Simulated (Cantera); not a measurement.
What does this Cantera script print?

```python
import numpy as np
import cantera as ct

gas = ct.Solution("gri30.yaml")
gas.TPX = 1850, 101325, {'C2H4': 1, 'H2': 39}
inlet = ct.Reservoir(gas, clone=True)

reactor = ct.IdealGasConstPressureReactor(gas, energy="off", clone=False)
exhaust = ct.Reservoir(gas, clone=True)
tau = [0.54, 0.31, 0.19, 0.11, 0.064, 0.038, 0.022, 0.013, 0.0077, 0.0045, 0.0027][0]
for a, b in ((inlet, reactor), (reactor, exhaust)):
    ct.MassFlowController(a, b, mdot=lambda t: reactor.mass / tau)
net = ct.ReactorNet([reactor])
show = ['C2H4', 'H2', 'CH4', 'C2H6', 'CH2']

rows = []
print(f"{'tau/s':>10s}{'T/K':>9s}" + "".join(f"{s:>11s}" for s in show))
for tau in [0.54, 0.31, 0.19, 0.11, 0.064, 0.038, 0.022, 0.013, 0.0077, 0.0045, 0.0027]:
    net.initial_time = 0.0
    net.advance(30 * tau)
    before = gas.X
    net.advance(40 * tau)
    drift = np.max(np.abs(gas.X - before) / (gas.X + 1e-9))
    rows.append([gas.T, *gas[show].X, drift])
    print(f"{tau:10.3e}{gas.T:9.1f}" + "".join(f"{x:11.3e}" for x in gas[show].X))
```

Output:

```
     tau/s      T/K       C2H4         H2        CH4       C2H6        CH2
 5.400e-01   1850.0  3.557e-04  9.723e-01  5.202e-03  3.115e-07  3.660e-08
 3.100e-01   1850.0  3.611e-04  9.725e-01  4.868e-03  2.918e-07  3.432e-08
 1.900e-01   1850.0  3.689e-04  9.727e-01  4.426e-03  2.680e-07  3.128e-08
 1.100e-01   1850.0  3.824e-04  9.731e-01  3.742e-03  2.367e-07  2.655e-08
 6.400e-02   1850.0  4.032e-04  9.735e-01  2.914e-03  2.085e-07  2.075e-08
 3.800e-02   1850.0  4.337e-04  9.740e-01  2.115e-03  1.932e-07  1.504e-08
 2.200e-02   1850.0  4.843e-04  9.743e-01  1.426e-03  1.949e-07  1.000e-08
 1.300e-02   1850.0  5.676e-04  9.746e-01  9.573e-04  2.152e-07  6.494e-09
 7.700e-03   1850.0  7.192e-04  9.748e-01  6.525e-04  2.587e-07  4.217e-09
 4.500e-03   1850.0  1.022e-03  9.750e-01  4.577e-04  3.421e-07  2.903e-09
 2.700e-03   1850.0  1.589e-03  9.751e-01  3.435e-04  4.810e-07  2.412e-09
```

Detailed kinetics in Cantera: GRI-Mech 3.0 (53 species, 325 reactions). GRI-Mech 3.0 was tuned for natural gas; its chemistry of ethylene as a main component is partial and can be far from experiment. GRI-Mech 3.0 stops at C3 and has no aromatics, soot or wall deposition, so with more carbon than oxygen in the feed, carbon stays in small species such as C2H2 where larger ones or solid carbon would form.
